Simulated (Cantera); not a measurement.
Input: 1 mol Ti(OiPr)₄, 0.62 mol C₃H₈, equilibrated at 0.133 bar.

These are equilibrium values from Cantera (NASA tables, ideal gas, pure condensed phases), not measurements of a reactor. Candidate condensed phases: C, C₆H₆, C₇H₈, C₈H₁₈, H₂O, Ti, TiC, TiO, TiO₂, Ti₂O₃, Ti₃O₅, Ti₄O₇; 113 gas species. The feed counts by its element totals alone. Equilibrium is a limit: real reactors are often held back by kinetics, nucleation or transport.

### Question
At 1150 K, list the 5 most abundant gas species with their mole fractions, and the condensed phases.

### Answer
H₂ 0.889, CO 0.108, CH₄ 0.00247, H₂O 0.000599, CO₂ 6.12e-5. Condensed: C(graphite) + TiO₂(rutile).
